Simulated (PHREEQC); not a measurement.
2.5 g of hydrous ferric oxide (600 m²/g; 0.2 weak and 0.005 strong sites per Fe, Dzombak-Morel constants, diffuse double layer) in 1 kg of water with 0.01 mol/kgw of an inert sodium salt, at 25 °C; the pH is set by adding NaOH or the inert anion's acid. Oxygen is held at 0.21 atm. CO2 from the air is kept out. Nothing may precipitate in this run.

Computed with PHREEQC (ion-association model, wateq4f.dat).

| pH | surface charge σ (C/m²) | surface potential ψ (mV) |
|---|---|---|
| 3 | 0.331 | 199 |
| 3.67 | … | 190 |
| 4.33 | 0.184 | 174 |
| 5 | 0.116 | 151 |
| 5.67 | 0.068 | 125 |
| 6.33 | 0.036 | … |
| 7 | 0.017 | … |
| 7.67 | … | 24 |
| 8.33 | -0.003 | -12 |
| 9 | -0.013 | -49 |
| 9.67 | -0.029 | -84 |
| 10.33 | -0.056 | … |
| 11 | -0.101 | -142 |

**Question.** Complete the blanks.

**Answer.** 
- 3.67, surface charge σ (C/m²): 0.264
- 6.33, surface potential ψ (mV): 95
- 7, surface potential ψ (mV): 60
- 7.67, surface charge σ (C/m²): 0.006
- 10.33, surface potential ψ (mV): -115

Species that the database lacks are ignored. The oxide is taken as insoluble; below pH 4 it would dissolve.
